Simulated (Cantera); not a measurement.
Input: 1 mol HMDSO, 0.88 mol NO, held at 12000 Pa.

Equilibrium computed with Cantera from the NASA thermochemical tables; the gas is ideal and each condensed phase is pure. Candidate condensed phases: C, C₆H₆, C₇H₈, C₈H₁₈, H₂O, Si, SiC, SiO₂, Si₂N₂O, Si₃N₄; 151 gas species. The feed counts by its element totals alone. Mutual solubility and eutectic melting of coexisting phases are not modelled. The tables hold silica as quartz up to 1696 K and as liquid above; real silica turns to tridymite and cristobalite and melts near 1996 K. The numbers say what is thermodynamically allowed, not how fast it happens.

Question: Which condensed phases are stable at each of these points (T (°C)): 802, 852, 902, 952, 1002, 1052, 1102, 1152, 1202, 1252, 1302?

Answer: 
```tsv
T (°C)	condensed phases	Si condensed (%)
802	C(graphite) + SiC(s) + SiO₂(β-quartz) + Si₂N₂O(s)	100.0
852	C(graphite) + SiC(s) + SiO₂(β-quartz) + Si₂N₂O(s)	100.0
902	C(graphite) + SiC(s) + SiO₂(β-quartz) + Si₂N₂O(s)	100.0
952	C(graphite) + SiC(s) + SiO₂(β-quartz) + Si₂N₂O(s)	100.0
1002	C(graphite) + SiC(s) + SiO₂(β-quartz) + Si₂N₂O(s)	100.0
1052	C(graphite) + SiC(s) + SiO₂(β-quartz) + Si₂N₂O(s)	100.0
1102	C(graphite) + SiC(s) + SiO₂(β-quartz) + Si₂N₂O(s)	100.0
1152	C(graphite) + SiC(s) + SiO₂(β-quartz) + Si₂N₂O(s)	100.0
1202	C(graphite) + SiC(s) + SiO₂(β-quartz) + Si₂N₂O(s)	99.9
1252	C(graphite) + SiC(s) + Si₂N₂O(s)	99.8
1302	C(graphite) + SiC(s) + Si₂N₂O(s)	99.8
```

From 802 °C to 1202 °C the condensed part is C(graphite) + SiC(s) + SiO₂(β-quartz) + Si₂N₂O(s). From 1252 °C to 1302 °C the condensed part is C(graphite) + SiC(s) + Si₂N₂O(s).
